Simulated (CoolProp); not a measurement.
Vapour-liquid equilibrium of CH2F2 (R32) (1) + R125 (2) at 0.0445 MPa; x and y are mole fractions of (1).

Values from CoolProp's multi-fluid Helmholtz-energy mixture model, Tillner-Roth 1997 and Lemmon 2005; pair parameters Lemmon 2004.

```tsv
x	bubble temperature, mixture model (K)	bubble temperature, Raoult's law (K)	y, mixture model	y, Raoult's law
0.05	209.4	209.5	0.064	0.059
0.125	209.0	209.2	0.156	0.146
0.2	208.6	209.0	0.245	0.230
0.275	208.3	208.7	0.329	0.312
0.35	207.9	208.5	0.409	0.392
0.425	207.6	208.3	0.483	0.469
0.5	207.4	208.0	0.554	0.545
0.575	207.1	207.8	0.622	0.618
0.65	206.9	207.6	0.687	0.690
0.725	206.7	207.4	0.750	0.759
0.8	206.6	207.2	0.814	0.827
0.875	206.5	206.9	0.879	0.893
0.95	206.5	206.7	0.948	0.958
```

The largest gap from Raoult's law is -0.7 K in bubble temperature, at x = 0.575. y crosses x between x = 0.875 and 0.95: the model has an azeotrope there.

The pair parameters rest on a limited set of measurements; away from them the model extrapolates.
